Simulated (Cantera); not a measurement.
A closed system holds: 1 mol AlN, 0.063 mol H₂, held at 1600 °C.

These are equilibrium values from Cantera (NASA tables, ideal gas, pure condensed phases), not measurements of a reactor. Candidate condensed phases: Al, AlN; 13 gas species. Kinetics and transport are ignored.

Problem. Which condensed phases are stable at each of these points (P (Pa)): 1, 10, 100, 1000, 10000, 100000, 1000000?

Solution. 
```tsv
P (Pa)	condensed phases	Al condensed (%)
1	gas only	0.0
10	gas only	0.0
100	AlN(s)	98.5
1000	AlN(s)	99.9
10000	AlN(s)	100.0
100000	AlN(s)	100.0
1000000	AlN(s)	100.0
```

From 1.00 Pa to 10.0 Pa nothing is condensed. From 1.00 mbar to 10.0 bar the condensed part is AlN(s).
